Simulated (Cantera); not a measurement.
What does this Cantera script print?

```python
import numpy as np
import cantera as ct

gas_names = """
    Br Br2 H HBr HO2 H2 H2O H2O2 O OH O2 O3 Si SiBr SiBr2 SiBr3 SiBr4 SiH SiHBr3 SiH2 SiH2Br2 SiH3
    SiH3Br SiH4 SiO SiO2 Si2 Si3
""".split()
cond_names = """
    Br2(cr) Br2(L) H2O(s) H2O(L) Si(cr) Si(L) SiO2(Lqz) SiO2(hqz) SiO2(L)
""".split()


def load(file, names, dense=False):
    # The tables refer to 1 bar. Condensed volumes are neglected.
    table = {s.name: s for s in ct.Species.list_from_file(file)}
    out = []
    for n in names:
        d = dict(table[n].input_data)
        d["thermo"] = dict(d["thermo"], **{"reference-pressure": 1e5})
        if dense:
            d["equation-of-state"] = {"model": "constant-volume", "density": "1e6 g/cm^3"}
        out.append(ct.Species.from_dict(d))
    return out


gas = ct.Solution(thermo="ideal-gas", species=load("nasa_gas.yaml", gas_names))
cond = {s.name: ct.Solution(thermo="fixed-stoichiometry", species=[s], name=s.name)
        for s in load("nasa_condensed.yaml", cond_names, dense=True)}
atoms = {
    'SiO2': {'Si': 1, 'O': 2},
    'HBr': {'H': 1, 'Br': 1},
}
top_T = {}  # K; cautious upper limits of use, not melting points


def equilibrate(T, P, feed):
    n = {}
    for name, mol in feed.items():
        for a, k in atoms[name].items():
            n[a] = n.get(a, 0.0) + k * mol
    gas.TPX = T, P, n
    mass = sum(n.values()) * gas.mean_molecular_weight
    gas.equilibrate("TP")
    valid = [c for c in cond.values() if c.min_temp <= T <= top_T.get(c.name, c.max_temp)]
    mix = ct.Mixture([(gas, mass / gas.mean_molecular_weight)] + [(c, 0.0) for c in valid])
    mix.T, mix.P = T, P
    mix.equilibrate("TP", solver="vcs", rtol=1e-11, max_steps=5000)
    return mix


results = []
feed = {'SiO2': 1, 'HBr': 7.5}  # mol
P = 13332.2  # Pa
for T in [1273, 1323, 1373, 1423, 1473, 1523, 1573, 1623, 1673, 1723, 1773, 1823]:
    mix = equilibrate(T, P, feed)
    results.append((T, P, feed, dict(zip(mix.species_names, mix.species_moles))))

top = {s: max(r[3][s] / sum(r[3][g] for g in gas_names) for r in results) for s in gas_names}
cols = sorted((s for s in top if top[s] > 0.001), key=lambda s: -top[s])[:5]
seen = [c for c in cond_names if any(r[3].get(c, 0) > 1e-12 for r in results)]
print("log10 of partial pressures in bar; condensed amounts in mol")
print(f"{'T/K':>10s}" + "".join(f"{s[:9]:>10s}" for s in cols + seen))
for T, P, feed, n in results:
    ng = sum(n[g] for g in gas_names)
    print(f"{T:10.4g}" + "".join(f"{np.log10(max(n[s] / ng * P / 1e5, 1e-99)):10.3f}" for s in cols)
          + "".join(f"{n.get(c, 0):10.4g}" for c in seen))
```

Output:

```
log10 of partial pressures in bar; condensed amounts in mol
       T/K       HBr        Br        H2       Br2       H2O SiO2(hqz)   SiO2(L)
      1273    -0.881    -3.004    -3.166    -3.729    -4.660    0.9994         0
      1323    -0.884    -2.836    -3.032    -3.699    -4.585    0.9993         0
      1373    -0.887    -2.683    -2.904    -3.677    -4.517    0.9991         0
      1423    -0.891    -2.542    -2.782    -3.661    -4.455     0.999         0
      1473    -0.896    -2.413    -2.667    -3.651    -4.397    0.9989         0
      1523    -0.902    -2.294    -2.559    -3.645    -4.341    0.9987         0
      1573    -0.910    -2.185    -2.457    -3.643    -4.282    0.9985         0
      1623    -0.919    -2.083    -2.362    -3.644    -4.214    0.9981         0
      1673    -0.930    -1.990    -2.274    -3.649    -4.126    0.9975         0
      1723    -0.943    -1.903    -2.193    -3.657    -4.010         0    0.9962
      1773    -0.958    -1.823    -2.118    -3.669    -3.863         0    0.9938
      1823    -0.975    -1.749    -2.049    -3.683    -3.687         0    0.9893
```

Method: chemical equilibrium by Gibbs-energy minimisation in Cantera with the NASA 1993 tables (ideal gas, pure condensed phases). The tables' values for SiBr3 are old estimates; treat these amounts as uncertain. The tables hold silica as quartz up to 1696 K and as liquid above; real silica turns to tridymite and cristobalite and melts near 1996 K.
